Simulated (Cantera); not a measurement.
Charge: 1 mol SiHCl₃, 0.096 mol HCl, 68 mol N₂, equilibrated at 1550 °C and 0.00620 bar.

Equilibrium computed with Cantera from the NASA thermochemical tables; the gas is ideal and each condensed phase is pure. The tables' values for SiCl₃, SiCl are old estimates; treat these amounts as uncertain. Kinetics and transport are ignored.

```
species    before     after
-------  --------  --------
N₂          0.969     0.923
HCl        0.0136    0.0558
SiCl₂      0.0140    0.0130
Cl        0.00187   0.00469
Si        1.67e-5   2.48e-6
SiCl₄     5.55e-6   3.25e-5
SiCl      4.44e-5   1.65e-5
H₂       0.000930   0.00249
SiCl₃    0.000224  0.000523
H        0.000168  0.000275
```
Gas species are given as mole fractions.

Problem. Which change was made?
A. HCl from 0.096 to 3.5 mol
B. 0.48 mol NH₃ added
C. temperature from 1550 °C to 1277 °C
D. temperature from 1550 °C to 1152 °C

Solution. A, HCl from 0.096 to 3.5 mol
